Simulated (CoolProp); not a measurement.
Saturation properties of ethane (Tc = 305.3 K, pc = 4.872 MPa, ω = 0.099).

Model: reference Helmholtz-energy equation of state, Bücker 2006, in CoolProp.

```json
[
 {"T (K)": "183.8", "p (MPa)": "0.09719", "liquid density (kg/m³)": "544.8", "vapour density (kg/m³)": "1.977", "liquid cp (kJ/(kg K))": "2.436", "surface tension (mN/m)": "16.3"},
 {"T (K)": "186.6", "p (MPa)": "0.1129", "liquid density (kg/m³)": "541.3", "vapour density (kg/m³)": "2.271", "liquid cp (kJ/(kg K))": "2.448", "surface tension (mN/m)": "15.9"},
 {"T (K)": "189.3", "p (MPa)": "0.1299", "liquid density (kg/m³)": "537.9", "vapour density (kg/m³)": "2.585", "liquid cp (kJ/(kg K))": "2.460", "surface tension (mN/m)": "15.4"},
 {"T (K)": "192.1", "p (MPa)": "0.1495", "liquid density (kg/m³)": "534.3", "vapour density (kg/m³)": "2.946", "liquid cp (kJ/(kg K))": "2.473", "surface tension (mN/m)": "15.0"},
 {"T (K)": "194.9", "p (MPa)": "0.1713", "liquid density (kg/m³)": "530.7", "vapour density (kg/m³)": "3.343", "liquid cp (kJ/(kg K))": "2.486", "surface tension (mN/m)": "14.6"},
 {"T (K)": "197.7", "p (MPa)": "0.1955", "liquid density (kg/m³)": "527.0", "vapour density (kg/m³)": "3.780", "liquid cp (kJ/(kg K))": "2.500", "surface tension (mN/m)": "14.1"},
 {"T (K)": "200.5", "p (MPa)": "0.2222", "liquid density (kg/m³)": "523.3", "vapour density (kg/m³)": "4.259", "liquid cp (kJ/(kg K))": "2.515", "surface tension (mN/m)": "13.7"},
 {"T (K)": "203.2", "p (MPa)": "0.2505", "liquid density (kg/m³)": "519.7", "vapour density (kg/m³)": "4.764", "liquid cp (kJ/(kg K))": "2.530", "surface tension (mN/m)": "13.3"},
 {"T (K)": "206", "p (MPa)": "0.2826", "liquid density (kg/m³)": "515.9", "vapour density (kg/m³)": "5.335", "liquid cp (kJ/(kg K))": "2.547", "surface tension (mN/m)": "12.8"},
 {"T (K)": "208.8", "p (MPa)": "0.3178", "liquid density (kg/m³)": "512.1", "vapour density (kg/m³)": "5.956", "liquid cp (kJ/(kg K))": "2.564", "surface tension (mN/m)": "12.4"}
]
```

It boils at 184.6 K under 1 atm.

Surface tension comes from a separate correlation (Mulero 2012).
